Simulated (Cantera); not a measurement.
Charge: 1 mol Si3H8, 0.17 mol HCl, 5.3 mol H2, held at 1823 K and 13.3 mbar.

Equilibrium computed with Cantera from the NASA thermochemical tables; the gas is ideal and each condensed phase is pure. Candidate condensed phases: Si; 19 gas species. The feed counts by its element totals alone. The tables' values for SiCl are old estimates; treat these amounts as uncertain. Gases not in the tables: Si2H6 and higher silanes. Kinetics and transport are ignored.

Base state: H2 0.979, HCl 0.0162, H 0.00371, SiCl2 0.000804, Si 0.000332, SiCl 4.75e-5, Cl 4.69e-5, SiH 4.05e-5 (mole fractions); condensed: Si(l).

Q: What changes in the equilibrium state with this change: pressure from 13.3 mbar to 33.0 mbar?

A: 
```tsv
species	before	after
H2	0.979	0.980
HCl	0.0162	0.0162
H	0.00371	0.00236
Si	0.000332	0.000134
SiCl2	0.000804	0.000807
SiH	4.05e-5	2.57e-5
Cl	4.69e-5	2.99e-5
Si(l), mol	2.99	2.99
```

Q: What changes in the equilibrium state with this change: temperature from 1823 K to 1573.15 K?

A: 
```csv
species,before,after
H2,0.979,0.983
HCl,0.0162,0.0161
SiCl2,0.000804,0.000897
H,0.00371,0.000350
Si,0.000332,4.14e-6
SiH,4.05e-5,1.14e-6
SiCl,4.75e-5,3.13e-6
Cl,4.69e-5,4.56e-6
SiH2,3.44e-5,3.61e-6
"Si(l), mol",2.99,0
"Si(s), mol",0,2.99
```
